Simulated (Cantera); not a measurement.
**Transport properties of process gases**

Gas mixture: NH₃ = 0.53 (molar parts), at 4.73 Torr, frozen composition.

Cantera's kinetic-theory transport with the Lennard-Jones parameters of GRI-Mech 3.0, ideal gas; thermal conductivity in the mixture-averaged form. Polar gases are described roughly by these parameters. The composition is frozen, though it would react at the higher temperatures.

```tsv
T (K)	ρ (kg/m³)	cp (J/kg/K)	μ (µPa s)	λ (mW/m/K)	Pr	D (cm²/s) H₂O	D (cm²/s) NH₃	D (cm²/s) OH
400	0.00323	2269	13.9	44.3	0.713	56.4	11400	95.5
550	0.00235	2565	19.2	68.6	0.717	108	21000	170
700	0.00184	2844	24.3	95.8	0.721	176	32900	260
850	0.00152	3087	29.1	125	0.721	258	46900	364
1000	0.00129	3319	33.6	154	0.725	354	62700	480
1150	0.00112	3518	37.9	184	0.726	462	80200	609
1300	0.000993	3695	42.0	213	0.728	581	99300	749
1450	0.000890	3852	45.9	243	0.729	712	120000	900
1600	0.000807	3990	49.6	271	0.730	853	142000	1060
```
D: mixture-averaged diffusion coefficient of that species in the mixture.
